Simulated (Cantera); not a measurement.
Charge: 1 mol Si2Cl6, 19 mol NH3, at 1973.15 K and 0.000120 bar.

Cantera equilibrium calculation (NASA polynomials, part measured and part estimated; ideal gas, pure solids and liquids). Candidate condensed phases: NH4Cl, Si, Si3N4; 28 gas species. The feed counts by its element totals alone. The tables' values for SiCl, SiN are old estimates; treat these amounts as uncertain. Rates play no part.

Base state: H2 0.536, N2 0.211, HCl 0.105, H 0.0903, Si 0.0354, Cl 0.0132, SiCl2 0.00680, SiCl 0.00188 (mole fractions); condensed: gas only.

Question: What changes in the equilibrium state with this change: NH3 from 19 to 0.26 mol?

Answer: 
| species | before | after |
|---|---|---|
| SiCl2 | 0.00680 | 0.461 |
| Cl | 0.0132 | 0.311 |
| HCl | 0.105 | 0.174 |
| H2 | 0.536 | 0.00265 |
| H | 0.0903 | 0.00634 |
| Si | 0.0354 | 0.00431 |
| N2 | 0.211 | 0.0309 |
| SiCl4 | 1.28e-9 | 4.84e-5 |
| SiCl3 | 2.70e-6 | 0.00431 |
| Cl2 | 4.72e-8 | 2.63e-5 |
The tables' values for SiCl, SiCl3 are old estimates; treat these amounts as uncertain.

Question: What changes in the equilibrium state with this change: Si2Cl6 replaced by trisilylamine?

Answer: 
```csv
species,before,after
H2,0.536,0.633
N2,0.211,0.207
H,0.0903,0.0981
HCl,0.105,0
Si,0.0354,0.0612
Cl,0.0132,0
SiCl2,0.00680,0
SiCl,0.00188,0
Si2,4.62e-5,0.000138
```
The tables' values for SiN are old estimates; treat these amounts as uncertain. Gases not in the tables: Si2H6 and higher silanes.
